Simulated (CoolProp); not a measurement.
1-butene along the isotherm 155.35 °C: fugacity coefficient from the reference equation and from simpler models built on Tc = 146.1 °C, pc = 40.06 bar, ω = 0.192; each cubic takes its own stable root.

Values from CoolProp's reference Helmholtz-energy equation of state, Lemmon 2005. It is a short technical equation, of lower accuracy than the large ones.

```tsv
p (bar)	phase	reference
1.25	gas	0.9899
2.5	gas	0.9799
3.76	gas	0.9698
5.01	gas	0.9598
6.26	gas	0.9499
7.51	gas	0.9399
8.76	gas	0.9300
10	gas	0.9203
11.3	gas	0.9100
12.5	gas	0.9006
13.8	gas	0.8904
15	gas	0.8810
16.3	gas	0.8709
17.5	gas	0.8615
18.8	gas	0.8514
20	gas	0.8421
```

How far does each simpler model (van der Waals, Redlich-Kwong, Soave-Redlich-Kwong, Peng-Robinson) lie from the reference over these 16 states: mean and median of the absolute difference, and the worst?


- van der Waals: mean 1.1 %, median 1.1 %, worst +2.2 % at 155.35 °C and 20 bar
- Redlich-Kwong: mean 0.1 %, median 0.1 %, worst +0.3 % at 155.35 °C and 20 bar
- Soave-Redlich-Kwong: mean 0.2 %, median 0.2 %, worst +0.4 % at 155.35 °C and 20 bar
- Peng-Robinson: mean 0.8 %, median 0.8 %, worst -1.4 % at 155.35 °C and 20 bar
